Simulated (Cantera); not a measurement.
**Silicon oxide and oxynitride deposition: SiH4 + CO2 + H2 + O2**

Input: 1 mol SiH4, 0.13 mol CO2, 0.11 mol H2, 1.2 mol O2, equilibrated at 10.0 mbar.

These are equilibrium values from Cantera (NASA tables, ideal gas, pure condensed phases), not measurements of a reactor. Candidate condensed phases: C, C6H6, C7H8, C8H18, H2O, Si, SiC, SiO2; 123 gas species. The tables hold silica as quartz up to 1696 K and as liquid above; real silica turns to tridymite and cristobalite and melts near 1996 K. The numbers say what is thermodynamically allowed, not how fast it happens.

From 452 °C to 552 °C the condensed part is SiO2(α-quartz). From 652 °C to 1152 °C the condensed part is SiO2(β-quartz).

| T (°C) | x H2 | x H2O | x CO | x CO2 | x CH4 | n SiO2(α-quartz) | n SiO2(β-quartz) |
|---|---|---|---|---|---|---|---|
| 452 | 0.737 | 0.204 | 0.0178 | 0.0372 | 0.00344 | 1.00 | 0 |
| 552 | 0.734 | 0.208 | 0.0289 | 0.0291 | 6.29e-5 | 1.00 | 0 |
| 652 | 0.727 | 0.215 | 0.0363 | 0.0217 | 2.19e-6 | 0 | 1.00 |
| 752 | 0.722 | 0.220 | 0.0416 | 0.0164 | 1.39e-7 | 0 | 1.00 |
| 852 | 0.718 | 0.224 | 0.0452 | 0.0128 | 1.39e-8 | 0 | 1.00 |
| 952 | 0.716 | 0.226 | 0.0477 | 0.0103 | 2.00e-9 | 0 | 1.00 |
| 1052 | 0.714 | 0.228 | 0.0495 | 0.00850 | 3.82e-10 | 0 | 1.00 |
| 1152 | 0.713 | 0.229 | 0.0508 | 0.00720 | 9.17e-11 | 0 | 1.00 |
x: gas mole fraction; n: condensed amount in mol.
